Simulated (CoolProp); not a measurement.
Vapour-liquid equilibrium of carbon dioxide (1) + R125 (2) at 0.549 MPa; x and y are mole fractions of (1).

Model: multi-fluid Helmholtz-energy mixture model, Span 1996 and Lemmon 2005; pair parameters Bell 2016, in CoolProp.

| x | bubble temperature, mixture model (K) | bubble temperature, Raoult's law (K) | y, mixture model | y, Raoult's law |
|---|---|---|---|---|
| 0.05 | 260.2 | 260.9 | 0.222 | 0.226 |
| 0.125 | 251.5 | 253.6 | 0.460 | 0.454 |
| 0.2 | 244.6 | 247.6 | 0.612 | 0.602 |
| 0.275 | 239.3 | 242.7 | 0.711 | 0.704 |
| 0.35 | 235.1 | 238.5 | 0.777 | 0.777 |
| 0.425 | 231.8 | 235.0 | 0.824 | 0.831 |
| 0.5 | 229.1 | 231.9 | 0.859 | 0.873 |
| 0.575 | 226.9 | 229.1 | 0.887 | 0.905 |
| 0.65 | 225.0 | 226.7 | 0.910 | 0.930 |
| 0.725 | 223.3 | 224.5 | 0.930 | 0.951 |
| 0.8 | 221.8 | 222.5 | 0.949 | 0.968 |
| 0.875 | 220.3 | 220.7 | 0.967 | 0.982 |
| 0.95 | 218.9 | 219.0 | 0.987 | 0.993 |

The largest gap from Raoult's law is -3.4 K in bubble temperature, at x = 0.35. No azeotrope shows between x = 0.05 and 0.95.

The pair parameters rest on a limited set of measurements; away from them the model extrapolates.
